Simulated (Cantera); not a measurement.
Charge: 1 mol CCl4, 1.2 mol CH4, 2.6 mol H2, held at 3075 °C and 0.0100 bar.

These are equilibrium values from Cantera (NASA tables, ideal gas, pure condensed phases), not measurements of a reactor. Candidate condensed phases: C, C6H6, C7H8, C8H18; 91 gas species. The tables' values for CCl are old estimates; treat these amounts as uncertain. The numbers say what is thermodynamically allowed, not how fast it happens.

Base state: H 0.625, Cl 0.261, C 0.0323, C3 0.0305, H2 0.0230, HCl 0.0144, C2 0.0101, C2H 0.00278 (mole fractions); condensed: gas only.

Problem. What changes in the equilibrium state with this change: H2 from 2.6 to 20 mol?

Solution. 
```csv
species,before,after
H,0.625,0.845
Cl,0.261,0.0778
H2,0.0230,0.0420
C3,0.0305,0.00584
C2,0.0101,0.00335
HCl,0.0144,0.00580
C,0.0323,0.0186
C5,0.000156,9.89e-6
C4,8.32e-5,9.18e-6
CCl,2.68e-5,4.60e-6
C2H,0.00278,0.00125
```
